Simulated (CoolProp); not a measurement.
C2F6 (R116) along the isotherm 178.1 K: Z from the reference equation and from simpler models built on Tc = 293.0 K, pc = 3.048 MPa, ω = 0.257; each cubic takes its own stable root.

The numbers come from the reference Helmholtz-energy equation of state, Lemmon 2006 in CoolProp. It is a short technical equation, of lower accuracy than the large ones.

```
p (MPa)   phase  reference  van der Waals  Redlich-Kwong  Soave-Redlich-Kwong  Peng-Robinson
-------  ------  ---------  -------------  -------------  -------------------  -------------
0.952    liquid          …        0.08334        0.05678              0.05510        0.04883
1.9      liquid     0.1051         0.1651         0.1129                    …        0.09723
2.86     liquid     0.1579              …         0.1693               0.1646         0.1460
```

What belongs in the gaps?


- 0.952, reference: 0.05279
- 1.9, Soave-Redlich-Kwong: 0.1097
- 2.86, van der Waals: 0.2468
